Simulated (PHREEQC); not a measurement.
0.32 g of hydrous ferric oxide (600 m²/g; 0.2 weak and 0.005 strong sites per Fe, Dzombak-Morel constants, diffuse double layer) in 1 kg of water with 0.1 mol/kgw of an inert sodium salt and 4.7e-06 mol H3BO3, 5e-05 mol Ag2SO4 and 6.5e-05 mol CuSO4, at 25 °C; the pH is set by adding NaOH or the inert anion's acid. O2 is buffered at 0.21 atm. No CO2 enters from the air. No solid was allowed to form.

Equilibrium calculation in PHREEQC: ion-association model, wateq4f.dat.

**Question.** Predict B sorbed (%), S sorbed (%), Ag sorbed (%) at pH = 5.5, 6.5, 11.

**Answer.** 
```tsv
pH	B sorbed (%)	S sorbed (%)	Ag sorbed (%)
5.5	0.1	67.5	0.3
6.5	0.2	23.7	3.5
11	0.0	0.0	98.9
```

Species that the database lacks are ignored. The database's constant for dissolved Cu(OH)2 is higher than later reviews accept. The oxide is taken as insoluble; below pH 4 it would dissolve.
